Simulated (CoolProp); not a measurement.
Ethylbenzene at several states: fugacity coefficient from the reference equation and from simpler models built on Tc = 617.1 K, pc = 3.622 MPa, ω = 0.304; each cubic takes its own stable root.

Computed with CoolProp (reference Helmholtz-energy equation of state, Zhou 2012).

```
T (K)  p (MPa)   phase  reference
-----  -------  ------  ---------
398       1.82  liquid    0.04223
522.3   0.0491     gas     0.9915
432.2     18.1  liquid    0.01890
497.1   0.0689     gas     0.9858
197.8   0.0172  liquid   6.342e-6
318.7    0.189  liquid    0.02016
```

Problem. How far does each simpler model (van der Waals, Redlich-Kwong, Soave-Redlich-Kwong, Peng-Robinson) lie from the reference over these 6 states: mean and median of the absolute difference, and the worst?

Solution. 
- van der Waals: mean 360685.5 %, median 483.4 %, worst +2160101.8 % at 197.8 K and 0.0172 MPa
- Redlich-Kwong: mean 226.8 %, median 98.5 %, worst +930.3 % at 197.8 K and 0.0172 MPa
- Soave-Redlich-Kwong: mean 4.5 %, median 1.6 %, worst +13.4 % at 197.8 K and 0.0172 MPa
- Peng-Robinson: mean 12.1 %, median 0.6 %, worst +66.7 % at 197.8 K and 0.0172 MPa
